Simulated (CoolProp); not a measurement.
Toluene at several states: fugacity coefficient from the reference equation and from simpler models built on Tc = 318.6 °C, pc = 4126 kPa, ω = 0.266; each cubic takes its own stable root.

Values from CoolProp's reference Helmholtz-energy equation of state, Lemmon 2006. It is a short technical equation, of lower accuracy than the large ones.

```
T (°C)  p (kPa)   phase  reference  van der Waals  Redlich-Kwong  Soave-Redlich-Kwong  Peng-Robinson
------  -------  ------  ---------  -------------  -------------  -------------------  -------------
304.75     1840     gas     0.8276         0.8606         0.8411               0.8393         0.8251
258.35     59.5     gas     0.9925         0.9945         0.9933               0.9930         0.9924
190.25     1770  liquid     0.3230         0.6730         0.4380               0.3336         0.3262
-46.85     40.5  liquid  0.0005409         0.3566       0.002282            0.0005411      0.0006736
7.55       1760  liquid  0.0008851        0.04983       0.002701            0.0008642      0.0009446
```
